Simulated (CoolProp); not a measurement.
Saturated liquid density (kg/m³) of propylene: the reference equation beside estimates from Tc = 364.2 K, pc = 4.555 MPa, ω = 0.146. Rackett uses Z = 0.29056 − 0.08775 ω.

The numbers come from the reference Helmholtz-energy equation of state, Lemmon 2013 in CoolProp.

```
T (K)  reference  Rackett  van der Waals  Redlich-Kwong  Peng-Robinson
-----  ---------  -------  -------------  -------------  -------------
282.5      531.9    525.7          335.5          477.7          554.9
288.7      522.1    516.0          329.1          466.1          542.1
294.9      511.8    505.9          322.3          454.0          528.5
301.1      501.1    495.3          315.3          441.3          514.1
307.2      490.0    484.4          308.0          428.1          499.0
313.4      478.1    472.8          300.1          414.0          482.6
319.6      465.4    460.3          291.8          398.9          464.9
325.8      451.7    447.0          282.8          382.8          445.8
331.9      436.9    432.7          273.2          365.7          425.2
338.1      420.3    416.6          262.4          346.7          402.0
344.3      401.2    398.3          250.4          325.5          375.8
350.5      378.3    376.4          236.2          300.9          345.3
```

Absolute difference from the reference over all 12 rows, mean and median: Rackett 1.0 and 1.1 %, van der Waals 37.3 and 37.3 %, Redlich-Kwong 14.4 and 13.8 %, Peng-Robinson 3.4 and 3.0 %.
